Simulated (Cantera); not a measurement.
Gas-phase reforming

An isothermal, constant-pressure homogeneous reactor starts with CH4 : H2O : H2 = 8.1 : 2.9 : 0.13 (molar parts), at 1448 K and 1.20 bar.

Computed with Cantera and GRI-Mech 3.0 (53 species, 325 reactions). GRI-Mech 3.0 stops at C3 and has no aromatics, soot or wall deposition, so with more carbon than oxygen in the feed, carbon stays in small species such as C2H2 where larger ones or solid carbon would form.

| t (s) | x CH4 | x H2O | x H2 | x H | x HO2 |
|---|---|---|---|---|---|
| 2.00e-5 | 0.728 | 0.261 | 0.0117 | 2.16e-8 | <1e-12 |
| 6.83e-5 | 0.728 | 0.261 | 0.0117 | 3.75e-8 | <1e-12 |
| 0.000233 | 0.728 | 0.261 | 0.0117 | 6.88e-8 | <1e-12 |
| 0.000795 | 0.727 | 0.261 | 0.0119 | 8.37e-8 | <1e-12 |
| 0.00271 | 0.726 | 0.261 | 0.0124 | 1.09e-7 | <1e-12 |
| 0.00926 | 0.722 | 0.260 | 0.0152 | 1.78e-7 | <1e-12 |
| 0.0316 | 0.703 | 0.258 | 0.0294 | 3.65e-7 | <1e-12 |
| 0.108 | 0.641 | 0.249 | 0.0827 | 8.75e-7 | <1e-12 |
| 0.368 | 0.500 | 0.227 | 0.204 | 1.92e-6 | <1e-12 |
| 1.26 | 0.303 | 0.196 | 0.372 | 3.77e-6 | <1e-12 |
| 4.29 | 0.204 | 0.165 | 0.468 | 5.74e-6 | <1e-12 |
| 14.6 | 0.201 | 0.122 | 0.504 | 6.00e-6 | <1e-12 |
| 50.0 | 0.194 | 0.0619 | 0.556 | 6.31e-6 | <1e-12 |
x: mole fraction; the columns are a selection and need not sum to one.

Equilibrium at this temperature and pressure: CH4 0.174, H2O 2.51e-6, H2 0.618, H 6.66e-6, HO2 <1e-12 (gas phase only).
